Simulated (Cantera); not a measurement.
## Pyrogenic steam for wet oxidation

An isothermal, constant-pressure homogeneous reactor starts with 43.5 % H2, 21.7 % O2, 34.8 % N2, equivalence ratio 1.0, at 1225 K and 96000 Pa.

Detailed kinetics in Cantera: GRI-Mech 3.0 (53 species, 325 reactions). The temperature is held fixed by assumption; the heat of reaction is taken as removed at once.

| t (s) | x H2 | x O2 | x O | x H2O | x NO2 | x N2O |
|---|---|---|---|---|---|---|
| 3.00e-5 | 0.228 | 0.128 | 0.0111 | 0.179 | 1.13e-10 | 8.60e-9 |
| 9.53e-5 | 0.0229 | 0.0120 | 0.000593 | 0.520 | 1.71e-9 | 4.15e-8 |
| 0.000302 | 0.00985 | 0.00496 | 8.21e-5 | 0.542 | 2.74e-9 | 4.14e-8 |
| 0.000960 | 0.00512 | 0.00254 | 1.60e-5 | 0.549 | 4.47e-9 | 3.89e-8 |
| 0.00305 | 0.00287 | 0.00142 | 3.44e-6 | 0.552 | 7.27e-9 | 3.54e-8 |
| 0.00968 | 0.00169 | 0.000833 | 7.73e-7 | 0.553 | 1.14e-8 | 3.15e-8 |
| 0.0307 | 0.00103 | 0.000506 | 1.91e-7 | 0.554 | 1.61e-8 | 2.71e-8 |
| 0.0976 | 0.000626 | 0.000306 | 5.90e-8 | 0.555 | 1.83e-8 | 2.18e-8 |
| 0.310 | 0.000364 | 0.000176 | 2.31e-8 | 0.555 | 1.62e-8 | 1.49e-8 |
| 0.984 | 0.000200 | 9.53e-5 | 9.96e-9 | 0.555 | 1.18e-8 | 7.04e-9 |
| 3.12 | 0.000108 | 4.98e-5 | 4.26e-9 | 0.555 | 7.54e-9 | 2.27e-9 |
| 9.92 | 5.94e-5 | 2.59e-5 | 1.74e-9 | 0.555 | 4.30e-9 | 8.32e-10 |
| 31.5 | 3.41e-5 | 1.35e-5 | 6.92e-10 | 0.556 | 2.23e-9 | 3.22e-10 |
| 100 | 2.08e-5 | 7.04e-6 | 2.75e-10 | 0.556 | 1.08e-9 | 1.26e-10 |
x: mole fraction; the columns are a selection and need not sum to one.

Equilibrium at this temperature and pressure: H2 6.97e-6, O2 3.00e-6, O 7.48e-11, H2O 0.556, NO2 3.73e-11, N2O 3.42e-11 (gas phase only).
